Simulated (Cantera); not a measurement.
Pyrogenic steam for wet oxidation

A perfectly stirred reactor is fed with 79.2 % H2, 13.7 % O2, 7.10 % N2, at 0.450 bar; it is held at 1225 K, and followed from long to short residence time.

Detailed kinetics in Cantera: the H2/O2 subset of GRI-Mech 3.0, which has no nitrogen chemistry. The temperature is held fixed by assumption; the heat of reaction is taken as removed at once.

```json
[
 {"τ (s)": "22", "x H2": "0.601", "x O2": "2.31e-5", "x O": "3.77e-9", "x OH": "1.26e-6", "x H2O": "0.316"},
 {"τ (s)": "5.6", "x H2": "0.601", "x O2": "4.59e-5", "x O": "1.48e-8", "x OH": "2.50e-6", "x H2O": "0.316"},
 {"τ (s)": "1.5", "x H2": "0.601", "x O2": "8.89e-5", "x O": "5.54e-8", "x OH": "4.84e-6", "x H2O": "0.316"},
 {"τ (s)": "0.39", "x H2": "0.600", "x O2": "0.000175", "x O": "2.13e-7", "x OH": "9.53e-6", "x H2O": "0.316"},
 {"τ (s)": "0.10", "x H2": "0.599", "x O2": "0.000346", "x O": "8.31e-7", "x OH": "1.90e-5", "x H2O": "0.315"},
 {"τ (s)": "0.027", "x H2": "0.596", "x O2": "0.000670", "x O": "3.08e-6", "x OH": "3.70e-5", "x H2O": "0.314"},
 {"τ (s)": "0.0070", "x H2": "0.592", "x O2": "0.00133", "x O": "1.19e-5", "x OH": "7.48e-5", "x H2O": "0.311"},
 {"τ (s)": "0.0019", "x H2": "0.584", "x O2": "0.00262", "x O": "4.41e-5", "x OH": "0.000151", "x H2O": "0.306"},
 {"τ (s)": "0.00049", "x H2": "0.571", "x O2": "0.00544", "x O": "0.000171", "x OH": "0.000324", "x H2O": "0.296"}
]
```
x: mole fraction; the columns are a selection and need not sum to one.
